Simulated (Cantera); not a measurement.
A Cantera script and its output.

```python
import numpy as np
import cantera as ct

gas = ct.Solution("gri30.yaml", transport_model="mixture-averaged")
show = ['CH3', 'C2H2', 'H2']

rows = []
print(f"{'T/K':>7s}{'rho':>11s}{'cp':>10s}{'mu':>11s}{'lambda':>11s}{'Pr':>7s}" + "".join(f"{'D_' + s:>11s}" for s in show))
for T in [400, 550, 700, 850, 1000, 1150]:
    gas.TPX = T, 14000, {'CO2': 0.99, 'N2O': 0.5}
    Pr = gas.cp_mass * gas.viscosity / gas.thermal_conductivity
    D = [gas.mix_diff_coeffs_mole[gas.species_index(s)] for s in show]
    rows.append([gas.density, gas.cp_mass, gas.viscosity, gas.thermal_conductivity, Pr, *D])
    print(f"{T:7g}{gas.density:11.4e}{gas.cp_mass:10.1f}{gas.viscosity:11.4e}"
          f"{gas.thermal_conductivity:11.4e}{Pr:7.3f}" + "".join(f"{d:11.4e}" for d in D))
print("SI units: kg/m3, J/kg/K, Pa s, W/m/K, m2/s")
```

Result:

```
    T/K        rho        cp         mu     lambda     Pr      D_CH3     D_C2H2       D_H2
    400 1.8526e-01     948.8 1.9652e-05 2.5374e-02  0.735 2.1312e-04 1.5294e-04 7.8785e-04
    550 1.3474e-01    1055.5 2.5805e-05 3.7114e-02  0.734 3.7785e-04 2.7429e-04 1.3573e-03
    700 1.0586e-01    1134.7 3.1235e-05 4.8315e-02  0.734 5.7666e-04 4.2158e-04 2.0386e-03
    850 8.7183e-02    1194.6 3.6145e-05 5.8859e-02  0.734 8.0619e-04 5.9210e-04 2.8223e-03
   1000 7.4105e-02    1241.2 4.0663e-05 6.8778e-02  0.734 1.0641e-03 7.8397e-04 3.7015e-03
   1150 6.4439e-02    1274.6 4.4875e-05 7.8135e-02  0.732 1.3486e-03 9.9577e-04 4.6709e-03
SI units: kg/m3, J/kg/K, Pa s, W/m/K, m2/s
```

Detailed kinetics in Cantera: GRI-Mech 3.0 (53 species, 325 reactions). The composition is frozen, though it would react at the higher temperatures.
